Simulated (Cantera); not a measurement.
Gas mixture: 18.0 % N₂, 75.2 % CO₂, 6.85 % N₂O, at 41.3 Torr, frozen composition.

Cantera's kinetic-theory transport with the Lennard-Jones parameters of GRI-Mech 3.0, ideal gas; thermal conductivity in the mixture-averaged form. The composition is frozen, though it would react at the higher temperatures.

One state of this run: ρ (kg/m³) = 0.0194; cp (J/kg/K) = 1304; μ (µPa s) = 51.8; λ (mW/m/K) = 92.6; Pr = 0.730; D (cm²/s) H = 280; D (cm²/s) C₂H₂ = 36.8; D (cm²/s) N₂ = 42.1. D: mixture-averaged diffusion coefficient of that species in the mixture.

Problem. Which value of T (K) does it belong to?
A) 1200
B) 1400
C) 600
D) 800

Solution. B, 1400
